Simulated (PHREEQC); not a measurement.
## Metal-bearing waste water

Solution (25 °C): 0.0098 mol FeSO4, 0.028 mol H2SO4 and 0.006 mol Na2SO4 per kg of water. Closed to the air; pH follows from the charge balance.

Equilibrium calculation in PHREEQC: ion-association model, wateq4f.dat.

Precipitation was switched off in this run.

Predict the pH.

pH 1.56.

In which forms is Fe present?

Fe+2 62 %, FeSO4 31 %, FeHSO4+ 7.1 % of the Fe.

Species that the database lacks are ignored.
